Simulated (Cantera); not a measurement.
A freely propagating, adiabatic, planar premixed flame of CH₄ : H₂ : O₂ : N₂ = 1 : 0.32 : 1.8 : 6.77 (molar parts), unburnt at 525 K and 0.133 bar; mixture-averaged transport, grid criteria slope 0.08 and curve 0.16, no radiation.

Model: GRI-Mech 3.0 (53 species, 325 reactions), integrated in Cantera. Burning velocities carry a grid error of a few per cent, more on coarse grids.

### Question
What does this change do: inlet temperature 525 to 450 K?

### Answer
```
quantity                    before     after
------------------------  --------  --------
laminar burning velocity  166 cm/s  128 cm/s
thermal thickness          1.91 mm   1.99 mm
peak x(CH₂)                8.78e-5   7.85e-5
peak x(C₂H₄)              0.000628  0.000587
```
